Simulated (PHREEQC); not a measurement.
Solution (25 °C): 35 mmol/kgw NH4Cl, 8.5 mmol/kgw NaF and 16 mmol/kgw KCl. Closed to the air; pH follows from the charge balance.

Model: ion-association model, wateq4f.dat, run in PHREEQC.

No solid was allowed to form.

Problem. Estimate the pH.

Solution. pH 5.93.
